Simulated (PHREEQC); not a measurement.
A solution holds 14 mmol/kgw (NH4)2CO3, 0.098 mmol/kgw NaHS and 92 mmol/kgw NaH2PO4, at 25 °C. Closed to the air; pH follows from the charge balance.

The numbers come from PHREEQC with the ion-association model, phreeqc.dat.

Problem. The ionic strength comes out as 0.138 mol/kgw. What activity coefficients do HS-, CO3-2, H2PO4-, HCO3-, Na+ get?

Solution. HS- 0.74, CO3-2 0.35, H2PO4- 0.77, HCO3- 0.77, Na+ 0.77.

Precipitation was switched off in this run. Species that the database lacks are ignored. Carbamate, which ammonia and carbonate form, is missing from the database.
